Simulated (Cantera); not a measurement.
A closed system holds: 1 mol Si, 0.89 mol SF6, 51 mol N2, held at 1023 K and 750 Torr.

Cantera equilibrium calculation (NASA polynomials, part measured and part estimated; ideal gas, pure solids and liquids). Candidate condensed phases: S, Si, Si3N4; 29 gas species. The tables' values for S2F2 (SSF2), SF3 are old estimates; treat these amounts as uncertain. Rates play no part.

Base state: N2 0.971, SiF4 0.0190, S2F2 (SSF2) 0.00682, SF4 0.00255, SF2 0.000601, SF3 0.000141 (mole fractions); condensed: gas only.

**Question.** What changes in the equilibrium state with this change: pressure from 750 Torr to 7.50 Torr?

**Answer.** 
```json
[
 {"species": "N2", "before": "0.971", "after": "0.970"},
 {"species": "SiF4", "before": "0.0190", "after": "0.0190"},
 {"species": "S2F2 (SSF2)", "before": "0.00682", "after": "0.00618"},
 {"species": "SF2", "before": "0.000601", "after": "0.00244"},
 {"species": "SF4", "before": "0.00255", "after": "0.00188"},
 {"species": "SF3", "before": "0.000141", "after": "0.000243"}
]
```
